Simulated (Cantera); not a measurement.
Input: 1 mol SiH2Cl2, a varied amount of N2, held at 1598.15 K and 0.000300 bar.

These are equilibrium values from Cantera (NASA tables, ideal gas, pure condensed phases), not measurements of a reactor. Candidate condensed phases: NH4Cl, Si, Si3N4; 28 gas species. Kinetics and transport are ignored.

Question: Which condensed phases are stable at each of these points (n(N2) (mol)): 0.55, 0.87, 1.4, 2.1, 3.3, 5.2, 8.2, 13, 20, 31, 49, 77?

Answer: 
```
n(N2) (mol)  condensed phases  Si condensed (%)
-----------  ----------------  ----------------
0.55                    Si(s)              21.3
0.87                    Si(s)              21.3
1.4                     Si(s)              21.3
2.1                     Si(s)              21.2
3.3                     Si(s)              21.2
5.2                     Si(s)              21.1
8.2                     Si(s)              20.9
13                      Si(s)              20.8
20                      Si(s)              20.5
31                      Si(s)              20.1
49                      Si(s)              19.5
77                   Si3N4(s)              18.6
```

From 0.55 mol N2 to 49 mol N2 the condensed part is Si(s). At 77 mol N2 the condensed part is Si3N4(s).
